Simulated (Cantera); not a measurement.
A closed system holds: 1 mol TEOS, 9.7 mol O₂, 17 mol N₂, equilibrated at 950 K and 0.390 bar.

These are equilibrium values from Cantera (NASA tables, ideal gas, pure condensed phases), not measurements of a reactor. Candidate condensed phases: C, C₆H₆, C₇H₈, C₈H₁₈, H₂O, Si, SiC, SiO₂, Si₂N₂O, Si₃N₄; 151 gas species. The feed counts by its element totals alone. Equilibrium is a limit: real reactors are often held back by kinetics, nucleation or transport.

Base state: N₂ 0.486, H₂O 0.199, CO₂ 0.184, H₂ 0.0867, CO 0.0447 (mole fractions); condensed: SiO₂(β-quartz).

Question: What changes in the equilibrium state with this change: temperature from 950 K to 1150 K?

Answer: 
```csv
species,before,after
N₂,0.486,0.486
H₂O,0.199,0.217
CO₂,0.184,0.166
CO,0.0447,0.0626
H₂,0.0867,0.0688
"SiO₂(β-quartz), mol",1.00,1.00
```
The tables hold silica as quartz up to 1696 K and as liquid above; real silica turns to tridymite and cristobalite and melts near 1996 K.

Question: What changes in the equilibrium state with this change: temperature from 950 K to 650 K?

Answer: 
```csv
species,before,after
N₂,0.486,0.506
CO₂,0.184,0.214
H₂O,0.199,0.206
CO,0.0447,0.00335
H₂,0.0867,0.0502
CH₄,3.49e-6,0.0208
NH₃,5.72e-6,5.84e-5
"SiO₂(β-quartz), mol",1.00,0
"SiO₂(α-quartz), mol",0,1.00
```

Question: What changes in the equilibrium state with this change: temperature from 950 K to 1198.15 K?

Answer: 
| species | before | after |
|---|---|---|
| N₂ | 0.486 | 0.486 |
| H₂O | 0.199 | 0.220 |
| CO₂ | 0.184 | 0.163 |
| CO | 0.0447 | 0.0660 |
| H₂ | 0.0867 | 0.0654 |
| SiO₂(β-quartz), mol | 1.00 | 1.00 |
The tables hold silica as quartz up to 1696 K and as liquid above; real silica turns to tridymite and cristobalite and melts near 1996 K.
